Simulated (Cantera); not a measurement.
Input (Python, Cantera):

```python
import numpy as np
import cantera as ct

gas = ct.Solution("h2o2.yaml")
gas.TPX = 625, 33000, {'H2': 1, 'O2': 0.82, 'N2': 3.08}
flame = ct.FreeFlame(gas, width=0.087)
flame.set_refine_criteria(ratio=3, slope=0.08, curve=0.16)
flame.transport_model = "mixture-averaged"
flame.solve(loglevel=0, auto=True)
z, T = flame.grid, flame.T
thick = (T[-1] - T[0]) / np.gradient(T, z).max()
show = ['H2', 'O2', 'H', 'OH', 'HO2', 'H2O']
print(f"laminar burning velocity  {flame.velocity[0] * 100:.3f} cm/s")
print(f"burnt temperature         {T[-1]:.1f} K")
print(f"thermal thickness         {thick * 1e3:.4f} mm")
print(f"grid points               {len(z)}")
z0 = z[flame.heat_release_rate.argmax()]
print(f"{'z/mm':>9s}{'T/K':>9s}{'u/(m/s)':>9s}" + "".join(f"{s:>11s}" for s in show))
rows = []
for k in (-3, -2, -1.5, -1, -0.5, -0.25, 0, 0.25, 0.5, 1, 2, 4, 8):
    zz = z0 + k * thick
    rows.append([k * thick, np.interp(zz, z, T), np.interp(zz, z, flame.velocity),
                 *(np.interp(zz, z, flame.X[gas.species_index(s)]) for s in show)])
    print(f"{rows[-1][0] * 1e3:9.3f}{rows[-1][1]:9.1f}{rows[-1][2]:9.3f}" + "".join(f"{x:11.3e}" for x in rows[-1][3:]))
```

Output:

```
laminar burning velocity  507.911 cm/s
burnt temperature         2100.6 K
thermal thickness         1.9030 mm
grid points               132
     z/mm      T/K  u/(m/s)         H2         O2          H         OH        HO2        H2O
   -5.709    625.0    5.079  2.041e-01  1.673e-01  1.145e-15  8.624e-18  5.270e-13  7.659e-14
   -3.806    625.0    5.079  2.041e-01  1.673e-01  7.135e-12  3.295e-14  2.961e-10  3.725e-11
   -2.855    625.0    5.079  2.041e-01  1.673e-01  5.225e-10  1.966e-12  9.996e-09  1.217e-09
   -1.903    625.0    5.079  2.040e-01  1.674e-01  2.514e-07  1.900e-09  1.484e-06  3.269e-07
   -0.952    640.4    5.184  1.998e-01  1.675e-01  2.743e-04  5.715e-05  1.117e-04  1.048e-03
   -0.476    785.6    6.251  1.726e-01  1.638e-01  5.229e-03  4.920e-04  7.756e-05  1.531e-02
    0.000   1125.9    8.712  8.690e-02  1.308e-01  2.786e-02  3.063e-03  4.033e-05  8.670e-02
    0.476   1387.9   10.624  2.708e-02  8.837e-02  3.717e-02  7.774e-03  2.300e-05  1.583e-01
    0.952   1518.6   11.553  1.790e-02  7.865e-02  3.123e-02  1.005e-02  1.725e-05  1.751e-01
    1.903   1655.6   12.491  1.555e-02  7.536e-02  2.181e-02  1.202e-02  1.307e-05  1.844e-01
    3.806   1790.7   13.387  1.264e-02  7.326e-02  1.315e-02  1.311e-02  9.422e-06  1.939e-01
    7.612   1910.2   14.158  8.889e-03  7.196e-02  6.621e-03  1.275e-02  6.220e-06  2.035e-01
   15.224   2002.4   14.740  5.216e-03  7.154e-02  2.657e-03  1.085e-02  3.787e-06  2.118e-01
```

Cantera simulation using the H2/O2 subset of GRI-Mech 3.0, which has no nitrogen chemistry; the numbers are that mechanism's predictions, not measurements. Burning velocities carry a grid error of a few per cent, more on coarse grids. Lean hydrogen flames are cellular in practice and burn faster than this planar one.
